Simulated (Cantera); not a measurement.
Input: 1 mol MgO, 1.1 mol F2, equilibrated at 650 K and 0.210 bar.

Method: chemical equilibrium by Gibbs-energy minimisation in Cantera with the NASA 1993 tables (ideal gas, pure condensed phases). Candidate condensed phases: Mg, MgF2, MgO; 14 gas species. Kinetics and transport are ignored.

Base state: O2 0.833, F2 0.166, F 0.000437, FO2 5.17e-5 (mole fractions); condensed: MgF2(s).

Task: What changes in the equilibrium state with this change: temperature from 650 K to 1675 K?

Result: 
```
species         before     after
------------  --------  --------
O2               0.833     0.712
F             0.000437     0.284
MgF2             <1e-9   0.00391
F2               0.166  0.000559
O                <1e-9   6.29e-5
FO             3.17e-9   4.02e-5
FO2            5.17e-5   1.17e-5
MgF2(s), mol      1.00         0
MgF2(l), mol         0     0.997
```
